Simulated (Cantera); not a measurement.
Input: 1 mol SiO₂, 0.88 mol CO, 12 mol H₂, at 1273.15 K and 0.730 bar.

These are equilibrium values from Cantera (NASA tables, ideal gas, pure condensed phases), not measurements of a reactor. Candidate condensed phases: C, C₆H₆, C₇H₈, C₈H₁₈, H₂O, Si, SiC, SiO₂; 123 gas species. The tables hold silica as quartz up to 1696 K and as liquid above; real silica turns to tridymite and cristobalite and melts near 1996 K. Kinetics and transport are ignored.

Base state: H₂ 0.930, CO 0.0667, CH₄ 0.00182, H₂O 0.00175, CO₂ 7.57e-5 (mole fractions); condensed: SiO₂(β-quartz).

**Question.** What changes in the equilibrium state with this change: SiO₂ replaced by Ta₂O₅?

**Answer.** 
| species | before | after |
|---|---|---|
| H₂ | 0.930 | 0.930 |
| CO | 0.0667 | 0.0667 |
| CH₄ | 0.00182 | 0.00182 |
| H₂O | 0.00175 | 0.00175 |
| CO₂ | 7.57e-5 | 7.57e-5 |
| SiO₂(β-quartz), mol | 1.00 | 0 |
| Ta₂O₅(s), mol | 0 | 1.00 |
Further candidate phases: Ta, TaC, Ta₂O₅.

**Question.** What changes in the equilibrium state with this change: pressure from 0.730 bar to 13.3 mbar?

**Answer.** 
```csv
species,before,after
H₂,0.930,0.932
CO,0.0667,0.0683
H₂O,0.00175,3.31e-5
CH₄,0.00182,3.30e-5
CO₂,7.57e-5,1.47e-6
"SiO₂(β-quartz), mol",1.00,1.000
```

**Question.** What changes in the equilibrium state with this change: pressure from 0.730 bar to 1.00 bar?

**Answer.** 
```json
[
 {"species": "H₂", "before": "0.930", "after": "0.929"},
 {"species": "CO", "before": "0.0667", "after": "0.0661"},
 {"species": "CH₄", "before": "0.00182", "after": "0.00248"},
 {"species": "H₂O", "before": "0.00175", "after": "0.00238"},
 {"species": "CO₂", "before": "7.57e-5", "after": "0.000102"},
 {"species": "SiO₂(β-quartz), mol", "before": "1.00", "after": "1.00"}
]
```
